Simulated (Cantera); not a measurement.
An isothermal, constant-pressure homogeneous reactor starts with H2 : O2 : H2O = 0.29 : 1 : 0.04 (molar parts), at 1200 K and 10.00 Torr.

Detailed kinetics in Cantera: the H2/O2 subset of GRI-Mech 3.0, which has no nitrogen chemistry. Radical loss at walls, strong at low pressure, is not modelled. The temperature is held fixed by assumption; the heat of reaction is taken as removed at once.

x: mole fraction; the columns are a selection and need not sum to one.

| t (s) | x H2 | x O2 | x O | x H2O | x H2O2 |
|---|---|---|---|---|---|
| 9.00e-5 | 0.218 | 0.752 | 7.51e-9 | 0.0301 | 1.08e-11 |
| 0.000559 | 0.218 | 0.752 | [?] | 0.0301 | 5.15e-10 |
| 0.00347 | 0.0108 | 0.648 | 0.0616 | 0.208 | 3.73e-7 |
| 0.0216 | 0.00244 | 0.708 | 0.0119 | 0.267 | 5.19e-7 |
| 0.134 | [?] | 0.721 | [?] | 0.278 | [?] |
| 0.834 | 2.82e-6 | 0.721 | 1.41e-5 | 0.278 | 2.21e-8 |
| 5.18 | 2.89e-7 | 0.721 | 1.47e-6 | 0.278 | 3.76e-9 |
| 32.2 | 5.00e-8 | 0.722 | 2.56e-7 | 0.278 | 8.45e-10 |
| 200 | 3.63e-8 | 0.722 | 1.86e-7 | 0.278 | 6.54e-10 |

Complete the blanks.


- 0.000559, x O: 1.04e-5
- 0.134, x H2: 5.71e-5
- 0.134, x O: 0.000276
- 0.134, x H2O2: 1.38e-7
